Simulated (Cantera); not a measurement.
A perfectly stirred reactor is fed with CH4 : N2 = 1 : 17 (molar parts), at 1.88 atm; it is held at 1698 K, and followed from long to short residence time.

Detailed kinetics in Cantera: GRI-Mech 3.0 (53 species, 325 reactions). GRI-Mech 3.0 stops at C3 and has no aromatics, soot or wall deposition, so with more carbon than oxygen in the feed, carbon stays in small species such as C2H2 where larger ones or solid carbon would form.

Predict: x(CH4) at τ = 2.40 s; x(H) at τ = 2.40 s; x(HCN) at τ = 2.40 s; x(CH2) at τ = 2.40 s; x(C2H4) at τ = 2.40 s; x(CH4) at τ = 20.0 ms; x(H) at τ = 20.0 ms; x(HCN) at τ = 20.0 ms; x(CH2) at τ = 20.0 ms; x(C2H4) at τ = 20.0 ms.


```
Quantity                   Value
----------------------  --------
x(CH4) at τ = 2.40 s     0.00362
x(H) at τ = 2.40 s       2.77e-5
x(HCN) at τ = 2.40 s     3.24e-6
x(CH2) at τ = 2.40 s     1.05e-8
x(C2H4) at τ = 2.40 s   0.000174
x(CH4) at τ = 20.0 ms     0.0286
x(H) at τ = 20.0 ms      1.51e-5
x(HCN) at τ = 20.0 ms    1.71e-7
x(CH2) at τ = 20.0 ms    8.34e-8
x(C2H4) at τ = 20.0 ms  0.000532
```
